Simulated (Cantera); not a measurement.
Predominance diagram of Mg at 950 K against the partial pressures of O2 and Br2 (log10, bar). Standard-state values (1 bar) from the NASA 1993 polynomials, evaluated with Cantera. Candidates: Mg(l), MgBr2(s), MgO(s). Only these pure phases compete in this equilibrium. Not in the tables: oxide halides.

**Question.** Which phase is stable at these pairs, and which metal-bearing vapour leads over it? (-16.8, -18.8); (0, -12.5); (-15.6, -8.4); (-14.4, -16.7); (-6, 0); (-4.8, -23); (-16.8, -2.1)

**Answer.** 
```csv
log p(O2),log p(Br2),phase,chief vapour,log p (bar)
-16.8,-18.8,MgO(s),MgBr2,-18.4
0,-12.5,MgO(s),MgBr2,-20.5
-15.6,-8.4,MgO(s),MgBr2,-8.6
-14.4,-16.7,MgO(s),MgBr2,-17.5
-6,0,MgO(s),MgBr2,-5.0
-4.8,-23,MgO(s),MgO,-26.7
-16.8,-2.1,MgBr2(s),MgBr2,-3.0
```
